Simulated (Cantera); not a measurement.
Input: 1 mol Fe3O4, 12 mol CO, held at 2223 K and 61.0 mbar.

Equilibrium computed with Cantera from the NASA thermochemical tables; the gas is ideal and each condensed phase is pure. Candidate condensed phases: C, Fe, Fe(CO)5, FeO, Fe2O3, Fe3O4; 15 gas species. The tables' stoichiometric FeO is somewhat more stable than real wüstite, so its field is too wide. FeO: taken at fixed stoichiometry. Equilibrium is a limit: real reactors are often held back by kinetics, nucleation or transport.

Base state: CO 0.846, CO2 0.117, Fe 0.0365, FeO 0.000870, O 4.98e-5, O2 1.55e-5 (mole fractions); condensed: FeO(l).

What changes in the equilibrium state with this change: CO from 12 to 0.79 mol?


```csv
species,before,after
CO2,0.117,0.793
O2,1.55e-5,0.141
CO,0.846,0.0602
Fe,0.0365,0.000382
FeO,0.000870,0.000870
O,4.98e-5,0.00476
"FeO(l), mol",2.53,3.00
```
